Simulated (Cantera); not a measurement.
An adiabatic, constant-pressure homogeneous reactor starts with H₂ : O₂ : N₂ : H₂O = 1 : 1.25 : 9.12 : 1.3 (molar parts), equivalence ratio 0.40, at 1725 K and 10.0 bar. Integrator tolerance rtol = 1e-08.

Detailed kinetics in Cantera: the H2/O2 subset of GRI-Mech 3.0, which has no nitrogen chemistry. The hydrogen kinetics of GRI-Mech 3.0 are dated; newer H2 mechanisms differ, most at raised pressure.

What does this change do: H2O 1.3 to 0.78 parts?


```tsv
quantity	before	after
time of steepest temperature rise	1.65 µs	1.55 µs
temperature at 1.00 s	2236 K	2266 K
equilibrium temperature	2236 K	2266 K
x(H₂) at 1.00 s	0.000343 (gas-phase equilibrium 0.000343)	0.000324 (gas-phase equilibrium 0.000324)
x(O₂) at 1.00 s	0.0608 (gas-phase equilibrium 0.0608)	0.0635 (gas-phase equilibrium 0.0635)
x(H₂O) at 1.00 s	0.187 (gas-phase equilibrium 0.187)	0.151 (gas-phase equilibrium 0.151)
x(H₂O₂) at 1.00 s	5.45e-7 (gas-phase equilibrium 5.45e-7)	4.86e-7 (gas-phase equilibrium 4.86e-7)
x(H) at 1.00 s	4.05e-5 (gas-phase equilibrium 4.05e-5)	4.64e-5 (gas-phase equilibrium 4.64e-5)
```
